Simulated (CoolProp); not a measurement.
Carbon monoxide along the isobar 1390 kPa: Z from the reference equation and from simpler models built on Tc = 132.9 K, pc = 3498 kPa, ω = 0.050; each cubic takes its own stable root.

Values from CoolProp's reference Helmholtz-energy equation of state, Lemmon 2006. It is a short technical equation, of lower accuracy than the large ones.

```tsv
T (K)	phase	reference	Redlich-Kwong	Soave-Redlich-Kwong	Peng-Robinson
113.2	liquid	0.06595	0.06997	0.06963	0.06147
119.2	gas	0.7789	0.7793	0.7779	0.7621
125.1	gas	0.8168	0.8151	0.8143	0.7991
131	gas	0.8450	0.8427	0.8426	0.8279
137	gas	0.8675	0.8650	0.8654	0.8514
142.9	gas	0.8854	0.8829	0.8838	0.8703
148.8	gas	0.9001	0.8976	0.8991	0.8861
154.8	gas	0.9126	0.9102	0.9121	0.8997
160.7	gas	0.9230	0.9207	0.9230	0.9111
166.7	gas	0.9320	0.9298	0.9325	0.9210
172.6	gas	0.9396	0.9375	0.9405	0.9295
178.5	gas	0.9463	0.9442	0.9475	0.9369
184.5	gas	0.9522	0.9501	0.9537	0.9435
190.4	gas	0.9573	0.9552	0.9590	0.9492
196.3	gas	0.9618	0.9598	0.9638	0.9543
202.3	gas	0.9659	0.9638	0.9680	0.9589
```
